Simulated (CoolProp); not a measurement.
Computed with CoolProp (reference Helmholtz-energy equation of state, Aleksandrov 2011). It is a short technical equation, of lower accuracy than the large ones.

### Question
Give the vapour pressure (MPa), liquid density (kg/m³), vapour density (kg/m³), liquid cp (kJ/(kg K)) of saturated n-undecane at 523.2, 539.4, 571.8 K.

### Answer
```csv
T (K),p (MPa),liquid density (kg/m³),vapour density (kg/m³),liquid cp (kJ/(kg K))
523.2,0.326,545,13.8,3.13
539.4,0.438,527,18.9,3.21
571.8,0.752,485,34.4,3.41
```
